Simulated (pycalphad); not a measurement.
Source of the numbers: pycalphad with the COST 507 light-alloy database (1999); pressure 1 atm. The database dates from 1999; later assessments differ in places, in temperatures and in the compounds included. Diffusion is slow at the low end, where real alloys seldom reach equilibrium.

Molar enthalpy of Al-0.32C (at.%) in equilibrium (SER reference):

| T (°C) | H (kJ/mol) | phases |
|---|---|---|
| 1577 | 58.36 | LIQUID |
| 1527 | 56.77 | LIQUID |
| 1477 | 54.92 | LIQUID + AL4C3 |
| 1377 | 51.40 | LIQUID + AL4C3 |
| 1277 | 48.10 | LIQUID + AL4C3 |
| 1177 | 44.89 | LIQUID + AL4C3 |
| 1077 | 41.70 | LIQUID + AL4C3 |
| 977 | 38.53 | LIQUID + AL4C3 |
| 877 | 35.36 | LIQUID + AL4C3 |
| 777 | 32.19 | LIQUID + AL4C3 |
| 677 | 29.02 | LIQUID + AL4C3 |
| 627 | 16.75 | FCC_A1 + AL4C3 |
| 577 | 15.13 | FCC_A1 + AL4C3 |
| 477 | 12.04 | FCC_A1 + AL4C3 |
| 377 | 9.12 | FCC_A1 + AL4C3 |
| 277 | 6.31 | FCC_A1 + AL4C3 |

Cooling from 1527 °C to 627 °C, across the freezing range, releases 40.0 kJ/mol, or 1490 J/g. The slope is 32 J/(mol K) in the liquid and 32 J/(mol K) just below the solidus, where it includes any heat of precipitation. Liquidus 1518 °C, solidus 660 °C. Changes were sought between steps of 50 K, so a narrower field can be missed.

Database names, with the compositions (at.%) that they take in these runs: AL4C3: Al 57 C 43. FCC_A1 is fcc.
